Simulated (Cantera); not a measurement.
A Cantera script and what it prints.

```python
import numpy as np
import cantera as ct

gas_names = """
    H HNO HNO2 HNO3 HO2 H2 H2O H2O2 N NH NH2 NH3 NH2OH NO NO2 NO3 N2 N2H2 N2H4 N2O O OH O2 O3 Si SiH
    SiH2 SiH3 SiH4 SiN SiO SiO2 Si2 Si2N Si3
""".split()
cond_names = """
    H2O(s) H2O(L) Si(cr) Si(L) SiO2(Lqz) SiO2(hqz) SiO2(L) Si2N2O(s) Si3N4(a)
""".split()


def load(file, names, dense=False):
    # The tables refer to 1 bar. Condensed volumes are neglected.
    table = {s.name: s for s in ct.Species.list_from_file(file)}
    out = []
    for n in names:
        d = dict(table[n].input_data)
        d["thermo"] = dict(d["thermo"], **{"reference-pressure": 1e5})
        if dense:
            d["equation-of-state"] = {"model": "constant-volume", "density": "1e6 g/cm^3"}
        out.append(ct.Species.from_dict(d))
    return out


gas = ct.Solution(thermo="ideal-gas", species=load("nasa_gas.yaml", gas_names))
cond = {s.name: ct.Solution(thermo="fixed-stoichiometry", species=[s], name=s.name)
        for s in load("nasa_condensed.yaml", cond_names, dense=True)}
atoms = {
    'Si3N4': {'Si': 3, 'N': 4},
    'H2O': {'H': 2, 'O': 1},
    'N2': {'N': 2},
    'H2': {'H': 2},
}
top_T = {'Si2N2O(s)': 2100, 'Si3N4(a)': 2400}  # K; cautious upper limits of use, not melting points


def equilibrate(T, P, feed):
    n = {}
    for name, mol in feed.items():
        for a, k in atoms[name].items():
            n[a] = n.get(a, 0.0) + k * mol
    gas.TPX = T, P, n
    mass = sum(n.values()) * gas.mean_molecular_weight
    gas.equilibrate("TP")
    valid = [c for c in cond.values() if c.min_temp <= T <= top_T.get(c.name, c.max_temp)]
    mix = ct.Mixture([(gas, mass / gas.mean_molecular_weight)] + [(c, 0.0) for c in valid])
    mix.T, mix.P = T, P
    mix.equilibrate("TP", solver="vcs", rtol=1e-11, max_steps=5000)
    return mix


results = []
feed = {'Si3N4': 1, 'H2O': 4.8, 'N2': 9.7, 'H2': 8.3}  # mol
P = 10000  # Pa
for T in [1023, 1098, 1173, 1248, 1323, 1398, 1473, 1548, 1623, 1698, 1773, 1848]:
    mix = equilibrate(T, P, feed)
    results.append((T, P, feed, dict(zip(mix.species_names, mix.species_moles))))

top = {s: max(r[3][s] / sum(r[3][g] for g in gas_names) for r in results) for s in gas_names}
cols = sorted((s for s in top if top[s] > 1e-05), key=lambda s: -top[s])[:8]
seen = [c for c in cond_names if any(r[3].get(c, 0) > 1e-12 for r in results)]
print("log10 of partial pressures in bar; condensed amounts in mol")
print(f"{'T/K':>10s}" + "".join(f"{s[:9]:>10s}" for s in cols + seen))
for T, P, feed, n in results:
    ng = sum(n[g] for g in gas_names)
    print(f"{T:10.4g}" + "".join(f"{np.log10(max(n[s] / ng * P / 1e5, 1e-99)):10.3f}" for s in cols)
          + "".join(f"{n.get(c, 0):10.4g}" for c in seen))
```

Output:

```
log10 of partial pressures in bar; condensed amounts in mol
       T/K        H2        N2       SiO         H       H2O       NH3 SiO2(hqz)   SiO2(L) Si2N2O(s)
      1023    -1.270    -1.334   -13.426    -9.018    -5.491    -5.872     2.199         0    0.4003
      1098    -1.270    -1.334   -11.651    -8.242    -5.345    -6.065     2.199         0    0.4004
      1173    -1.270    -1.334   -10.106    -7.564    -5.220    -6.235     2.199         0    0.4005
      1248    -1.270    -1.334    -8.751    -6.966    -5.111    -6.385     2.199         0    0.4006
      1323    -1.270    -1.334    -7.552    -6.435    -5.015    -6.518     2.198         0    0.4008
      1398    -1.270    -1.334    -6.484    -5.960    -4.930    -6.637     2.198         0    0.4009
      1473    -1.270    -1.334    -5.528    -5.533    -4.854    -6.745     2.197         0    0.4009
      1548    -1.270    -1.334    -4.667    -5.147    -4.786    -6.842     2.196         0    0.3996
      1623    -1.271    -1.335    -3.888    -4.796    -4.725    -6.931     2.186         0     0.391
      1698    -1.274    -1.336    -3.179    -4.477    -4.673    -7.016         0     2.142    0.3474
      1773    -1.288    -1.342    -2.534    -4.190    -4.645    -7.113         0     1.949    0.1542
      1848    -1.299    -1.347    -2.331    -3.925    -4.232    -7.200         0     1.785         0
```

These are equilibrium values from Cantera (NASA tables, ideal gas, pure condensed phases), not measurements of a reactor. Mutual solubility and eutectic melting of coexisting phases are not modelled. The tables hold silica as quartz up to 1696 K and as liquid above; real silica turns to tridymite and cristobalite and melts near 1996 K.
